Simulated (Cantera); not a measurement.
Feed: 1 mol C3H8, 3.9 mol CO2, 0.013 mol NH3, equilibrated at 500 K.

These are equilibrium values from Cantera (NASA tables, ideal gas, pure condensed phases), not measurements of a reactor. Candidate condensed phases: C, C6H6, C7H8, C8H18, H2O; 136 gas species. The ideal-gas law is rough above about 30 bar. Equilibrium is a limit: real reactors are often held back by kinetics, nucleation or transport.

Question: At 100 bar, list the 5 most abundant gas species with their mole fractions, and the condensed phases.

Answer: CO2 0.761, H2O 0.231, CH4 0.00541, N2 0.00260, H2 0.000147. Condensed: C(graphite) + H2O(l).
